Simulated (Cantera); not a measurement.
An isothermal plug-flow reactor at 825 K and 0.800 bar (inlet), inlet velocity 9.6 m/s, active area per volume 4300 1/m; feed 0.329 % H2, 14.9 % O2, 83.9 % N2, 0.934 % H2O, equivalence ratio 0.011.

Computed with Cantera and Deutschmann's 1995 Pt surface mechanism with GRI-Mech 3.0 gas chemistry. Catalytic surfaces can have several steady states; this one follows from the mechanism file's or the stated starting coverage. Mass transfer to the wall is taken as infinitely fast.

x: gas mole fraction; θ: surface coverage.

```
z (m)      x H2   x O2   x H2O  θ free Pt   θ O*    θ OH*
-------  ------  -----  ------  ---------  -----  -------
0.00055       …  0.148  0.0107     0.0578  0.940  0.00210
0.00098       …  0.148  0.0113     0.0538  0.944  0.00206
0.0017        …  0.148  0.0119     0.0502  0.948  0.00202
0.0031        …  0.147  0.0124     0.0475  0.951  0.00199
0.0055        …  0.147  0.0126     0.0463  0.952  0.00198
0.0098        …  0.147  0.0127     0.0461  0.952  0.00198
0.017         …  0.147  0.0127     0.0461  0.952  0.00198
0.031    <1e-12  0.147  0.0127     0.0461  0.952  0.00198
0.055    <1e-12  0.147  0.0127     0.0461  0.952  0.00198
```

Task: Fill in the missing entries.

Result: 
- 0.00055, x H2: 0.00194
- 0.00098, x H2: 0.00134
- 0.0017, x H2: 0.000749
- 0.0031, x H2: 0.000260
- 0.0055, x H2: 4.55e-5
- 0.0098, x H2: 2.08e-6
- 0.017, x H2: 1.20e-8
